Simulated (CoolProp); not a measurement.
Computed with CoolProp (reference Helmholtz-energy equation of state, de Reuck 1993).

Task: For methanol, give the phase and the cp (kJ/(kg K)), viscosity (µPa s) at 346.85 °C and 0.102 MPa.

Result: 
- 346.85 °C and 0.102 MPa: gas; cp 2.15, viscosity 20.5

Viscosity comes from a separate model (Xiang 2006).
